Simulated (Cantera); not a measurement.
A closed system holds: 1 mol C, 0.76 mol NH₃, 0.35 mol N₂, held at 0.0100 bar.

These are equilibrium values from Cantera (NASA tables, ideal gas, pure condensed phases), not measurements of a reactor. Candidate condensed phases: C, C₆H₆, C₇H₈, C₈H₁₈; 92 gas species. Equilibrium is a limit: real reactors are often held back by kinetics, nucleation or transport.

Q: What share of the C ends up in condensed phases as a function of T (K), at 2100, 2150, 2200, 2250, 2300, 2350, 2400, 2450, 2500, 2550, 2600, 2650?

A: 
```json
[
 {"T (K)": "2100", "C condensed (%)": "97.6", "as": "C(graphite)"},
 {"T (K)": "2150", "C condensed (%)": "97.1", "as": "C(graphite)"},
 {"T (K)": "2200", "C condensed (%)": "96.6", "as": "C(graphite)"},
 {"T (K)": "2250", "C condensed (%)": "95.9", "as": "C(graphite)"},
 {"T (K)": "2300", "C condensed (%)": "95.2", "as": "C(graphite)"},
 {"T (K)": "2350", "C condensed (%)": "94.4", "as": "C(graphite)"},
 {"T (K)": "2400", "C condensed (%)": "93.5", "as": "C(graphite)"},
 {"T (K)": "2450", "C condensed (%)": "92.5", "as": "C(graphite)"},
 {"T (K)": "2500", "C condensed (%)": "91.4", "as": "C(graphite)"},
 {"T (K)": "2550", "C condensed (%)": "90.2", "as": "C(graphite)"},
 {"T (K)": "2600", "C condensed (%)": "88.9", "as": "C(graphite)"},
 {"T (K)": "2650", "C condensed (%)": "87.5", "as": "C(graphite)"}
]
```
